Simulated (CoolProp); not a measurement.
Ethane along the isotherm -45.55 °C: density (kg/m³) from the reference equation and from simpler models built on Tc = 32.2 °C, pc = 4.872 MPa, ω = 0.099; each cubic takes its own stable root.

Values from CoolProp's reference Helmholtz-energy equation of state, Bücker 2006.

```csv
p (MPa),phase,reference
0.761,liquid,485.2
1.52,liquid,486.6
2.28,liquid,488.0
3.05,liquid,489.4
3.81,liquid,490.7
4.57,liquid,492.0
5.33,liquid,493.3
6.09,liquid,494.5
6.85,liquid,495.7
7.61,liquid,496.9
8.37,liquid,498.0
9.14,liquid,499.2
9.9,liquid,500.3
10.7,liquid,501.4
11.4,liquid,502.4
12.2,liquid,503.5
```

Problem. How far does each simpler model (van der Waals, Soave-Redlich-Kwong) lie from the reference over these 16 states: mean and median of the absolute difference, and the worst?

Solution. 
- van der Waals: mean 37.0 %, median 32.9 %, worst -97.2 % at -45.55 °C and 0.761 MPa
- Soave-Redlich-Kwong: mean 4.4 %, median 4.3 %, worst -5.4 % at -45.55 °C and 0.761 MPa

At some of these states van der Waals gives the other phase, because its saturation line lies elsewhere.
